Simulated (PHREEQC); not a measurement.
NaHCO3 is added in steps, without added water, to 1 kg of water holding 2.9 mmol/kgw HCl and 6.7 mmol/kgw MnSO4, at 25 °C. No oxygen is let in. The system is closed to CO2. Solids allowed: Rhodochrosite, Pyrochroite, Halite, Mirabilite, Nahcolite, Natron. Others were left out.

Base run: PHREEQC, ion-association model, wateq4f.dat. Each further column changes one thing. The table gives pH.

```
NaHCO3 added (mol)  base  HCl replaced by FeCl2 at the same molality  MnSO4 from 0.0067 to 0.00134 mol/kgw  diluted 10-fold with water  no solid may form
------------------  ----  ------------------------------------------  ------------------------------------  --------------------------  -----------------
0                   2.69                                        6.20                                  2.60                         ___               2.69
0.003               4.81                                        5.53                                   ___                        6.53               4.81
0.007               5.28                                        5.44                                  5.95                        7.06               6.32
0.01                5.30                                        5.47                                   ___                        7.24               6.55
0.013               5.37                                        5.52                                  6.54                        7.36               6.69
0.017               5.61                                        5.61                                  6.72                        7.48               6.81
0.02                5.91                                        5.75                                  6.82                        7.54                ___
```

Problem. Some entries are withheld; supply them.

Solution. 
- 0, diluted 10-fold with water: 3.58
- 0.003, MnSO4 from 0.0067 to 0.00134 mol/kgw: 4.88
- 0.01, MnSO4 from 0.0067 to 0.00134 mol/kgw: 6.33
- 0.02, no solid may form: 6.88

 In at least one series the solution becomes supersaturated in solids that the run did not let form, among them Rhodochrosite. Solids allowed in the column 'HCl replaced by FeCl2 at the same molality': Siderite, Rhodochrosite, Pyrochroite, Halite, Mirabilite, Melanterite, Nahcolite, Natron.
